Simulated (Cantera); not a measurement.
A perfectly stirred reactor is fed with CH₄ : CO₂ = 1 : 2.7 (molar parts), at 0.132 atm; it is held at 1648 K, and followed from long to short residence time.

Computed with Cantera and GRI-Mech 3.0 (53 species, 325 reactions).

### Question
What does this change do: temperature 1648 to 1800 K?

### Answer
| quantity | before | after |
|---|---|---|
| x(CH₄) at τ = 29.0 s | 0.00614 | 0.000768 |
| x(CO₂) at τ = 29.0 s | 0.153 | 0.130 |
| x(O₂) at τ = 29.0 s | 5.55e-10 | 1.21e-8 |
| x(OH) at τ = 29.0 s | 3.91e-6 | 2.05e-5 |
| x(HO₂) at τ = 29.0 s | <1e-12 | 3.52e-12 |
| x(CH₄) at τ = 0.200 s | 0.0876 | 0.0202 |
| x(CO₂) at τ = 0.200 s | 0.468 | 0.247 |
| x(O₂) at τ = 0.200 s | 2.30e-10 | 8.02e-9 |
| x(OH) at τ = 0.200 s | 3.16e-6 | 2.59e-5 |
| x(HO₂) at τ = 0.200 s | <1e-12 | 7.46e-12 |

### Question
What does this change do: temperature 1648 to 1523 K?

### Answer
```
quantity                 before     after
---------------------  --------  --------
x(CH₄) at τ = 29.0 s    0.00614    0.0241
x(CO₂) at τ = 29.0 s      0.153     0.236
x(O₂) at τ = 29.0 s    5.55e-10  2.16e-11
x(OH) at τ = 29.0 s     3.91e-6   8.26e-7
x(HO₂) at τ = 29.0 s     <1e-12    <1e-12
x(CH₄) at τ = 0.200 s    0.0876     0.221
x(CO₂) at τ = 0.200 s     0.468     0.686
x(O₂) at τ = 0.200 s   2.30e-10  1.97e-12
x(OH) at τ = 0.200 s    3.16e-6   1.11e-7
x(HO₂) at τ = 0.200 s    <1e-12    <1e-12
```
